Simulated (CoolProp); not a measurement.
A closed Brayton cycle with dry air: compressor inlet 310.15 K and 4.1 MPa, high pressure 12.9 MPa, turbine inlet 775 K, compressor efficiency 0.85, turbine efficiency 0.9, recuperator effectiveness 0 (on enthalpy, no pinch check). Each further row changes one setting.

The numbers come from the reference Helmholtz-energy equation of state, Lemmon 2000 in CoolProp. It is a pseudo-pure fit of the blend.

```csv
case,thermal efficiency (%),net work (kJ/kg),compressor to turbine work,compressor exit (K),turbine exit (K)
as stated,16.6,58.5,0.71,452.7,589.6
turbine inlet 725 K,15.2,45.1,0.76,452.7,549.9
compressor inlet 320.15 K,15.9,53.6,0.74,467.0,589.6
high pressure 11 MPa,15.2,___,0.68,___,___
recuperator effectiveness 0.5,20.9,58.5,0.71,452.7,589.6
```

Some entries are withheld; supply them.


- high pressure 11 MPa, net work (kJ/kg): 57.0
- high pressure 11 MPa, compressor exit (K): 430.0
- high pressure 11 MPa, turbine exit (K): 612.5
